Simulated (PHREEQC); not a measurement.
Metal-bearing waste water (model solution)

Consider water at 25 °C with 8.4 mmol/kgw ZnSO4, 0.182 mmol/kgw MgSO4 and 0.0076 mmol/kgw Na2SO4. Closed to the air; pH follows from the charge balance.

Model: ion-association model, wateq4f.dat, run in PHREEQC.

```yaml
pH: 5.77
ionic_strength: 0.0236 mol/kgw
```

```
species     molality  activity   log γ
----------  --------  --------  ------
SO4-2        0.00579   0.00324  -0.251
Zn+2         0.00577   0.00331  -0.241
ZnSO4        0.00251   0.00252   0.002
Mg+2        0.000127   7.29e-5  -0.241
Zn(SO4)2-2  0.000120   6.65e-5  -0.257
MgSO4        5.51e-5   5.54e-5   0.002
Na+          1.50e-5   1.29e-5  -0.063
ZnOH+        2.49e-6   2.15e-6  -0.064
H+           1.91e-6   1.69e-6  -0.054
HSO4-        6.17e-7   5.33e-7  -0.064
NaSO4-       2.42e-7   2.10e-7  -0.062
Zn(OH)2      1.45e-8   1.46e-8   0.002
OH-          6.90e-9   5.92e-9  -0.067
```

This is a speciation only: nothing precipitates in the calculation. Complexes and solids missing from the database can't appear.
